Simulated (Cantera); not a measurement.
Cantera run:

```python
import numpy as np
import cantera as ct

gas_names = """
    O2 N2
""".split()
cond_names = """
    V(cr) VN(s) VO(s) V2O3(s) V2O4(II) V2O5(L)
""".split()


# ... load() reads the species with a 1 bar reference pressure and builds the phases ...
species = {s.name: s for s in load("nasa_gas.yaml", gas_names) + load("nasa_condensed.yaml", cond_names)}
T = 1425
g = {n: (s.thermo.h(T) - T * s.thermo.s(T)) / (ct.gas_constant * T * np.log(10)) for n, s in species.items()}
valid = cond_names  # the entries whose range holds T


def stable(la, lb):
    # potentials (over RT ln 10) of the two non-metals from log10 p(O2) and log10 p(N2) in bar
    mu = {}
    mu["O"] = (g["O2"] + la) / 2
    mu["N"] = (g["N2"] + lb) / 2
    cost = {}
    for n in valid:
        c = species[n].composition
        cost[n] = (g[n] - sum(c.get(e, 0) * m for e, m in mu.items())) / c["V"]
    return min(cost, key=cost.get)


results = []
for lb in [1, -0.1, -1.1, -2.2, -3.3, -4.4, -5.4, -6.5, -7.6, -8.6, -9.7, -10.8, -11.9, -12.9, -14]:
    row = [stable(la, lb) for la in [-10, -9.5, -9, -8.5, -8, -7.5, -7, -6.5, -6, -5.5, -5, -4.5, -4, -3.5, -3, -2.5, -2, -1.5, -1, -0.5, 0]]
    results.append(row)
    print(f"{lb:6.1f}  " + " ".join(f"{valid.index(n):x}" for n in row))
print("key: " + ", ".join(f"{i:x} {n}" for i, n in enumerate(valid)))
```

Output:

```
   1.0  3 3 3 3 3 3 4 4 4 4 4 4 4 4 4 4 4 5 5 5 5
  -0.1  3 3 3 3 3 3 4 4 4 4 4 4 4 4 4 4 4 5 5 5 5
  -1.1  3 3 3 3 3 3 4 4 4 4 4 4 4 4 4 4 4 5 5 5 5
  -2.2  3 3 3 3 3 3 4 4 4 4 4 4 4 4 4 4 4 5 5 5 5
  -3.3  3 3 3 3 3 3 4 4 4 4 4 4 4 4 4 4 4 5 5 5 5
  -4.4  3 3 3 3 3 3 4 4 4 4 4 4 4 4 4 4 4 5 5 5 5
  -5.4  3 3 3 3 3 3 4 4 4 4 4 4 4 4 4 4 4 5 5 5 5
  -6.5  3 3 3 3 3 3 4 4 4 4 4 4 4 4 4 4 4 5 5 5 5
  -7.6  3 3 3 3 3 3 4 4 4 4 4 4 4 4 4 4 4 5 5 5 5
  -8.6  3 3 3 3 3 3 4 4 4 4 4 4 4 4 4 4 4 5 5 5 5
  -9.7  3 3 3 3 3 3 4 4 4 4 4 4 4 4 4 4 4 5 5 5 5
 -10.8  3 3 3 3 3 3 4 4 4 4 4 4 4 4 4 4 4 5 5 5 5
 -11.9  3 3 3 3 3 3 4 4 4 4 4 4 4 4 4 4 4 5 5 5 5
 -12.9  3 3 3 3 3 3 4 4 4 4 4 4 4 4 4 4 4 5 5 5 5
 -14.0  3 3 3 3 3 3 4 4 4 4 4 4 4 4 4 4 4 5 5 5 5
key: 0 V(cr), 1 VN(s), 2 VO(s), 3 V2O3(s), 4 V2O4(II), 5 V2O5(L)
```

Standard-state values (1 bar) from the NASA 1993 polynomials, evaluated with Cantera. VN, VO: taken at fixed stoichiometry. Not in the tables: V3O5 to V6O13, V2N.
